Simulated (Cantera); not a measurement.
A closed system holds: 1 mol SiCl₄, 0.87 mol HCl, 0.25 mol H₂, 1.2 mol Cl₂, equilibrated at 1375 K and 0.133 bar.

Equilibrium computed with Cantera from the NASA thermochemical tables; the gas is ideal and each condensed phase is pure. Candidate condensed phases: Si; 19 gas species. Kinetics and transport are ignored.

Base state: HCl 0.406, SiCl₄ 0.296, Cl₂ 0.265, Cl 0.0329 (mole fractions); condensed: gas only.

Task: What changes in the equilibrium state with this change: temperature from 1375 K to 950 K?

Result: 
| species | before | after |
|---|---|---|
| HCl | 0.406 | 0.413 |
| SiCl₄ | 0.296 | 0.301 |
| Cl₂ | 0.265 | 0.286 |
| Cl | 0.0329 | 0.000259 |

Task: What changes in the equilibrium state with this change: pressure from 0.133 bar to 10.0 bar?

Result: 
| species | before | after |
|---|---|---|
| HCl | 0.406 | 0.412 |
| SiCl₄ | 0.296 | 0.301 |
| Cl₂ | 0.265 | 0.284 |
| Cl | 0.0329 | 0.00393 |
